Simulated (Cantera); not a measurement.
Input: 1 mol Fe₂O₃, a varied amount of C, 0.3 mol N₂, at 2250 °C and 4.20 bar.

Cantera equilibrium calculation (NASA polynomials, part measured and part estimated; ideal gas, pure solids and liquids). Candidate condensed phases: C, Fe, Fe(CO)₅, FeO, Fe₂O₃, Fe₃O₄; 27 gas species. Each liquid is taken as pure. Mutual solubility and eutectic melting of coexisting phases are not modelled. The tables' stoichiometric FeO is somewhat more stable than real wüstite, so its field is too wide. FeO: taken at fixed stoichiometry. Equilibrium is a limit: real reactors are often held back by kinetics, nucleation or transport.

At 1 mol C, list the 5 most abundant gas species with their mole fractions, and the condensed phases.

CO 0.707, N₂ 0.229, CO₂ 0.0555, Fe 0.00854, FeO 0.000225. Condensed: Fe(l) + FeO(l).
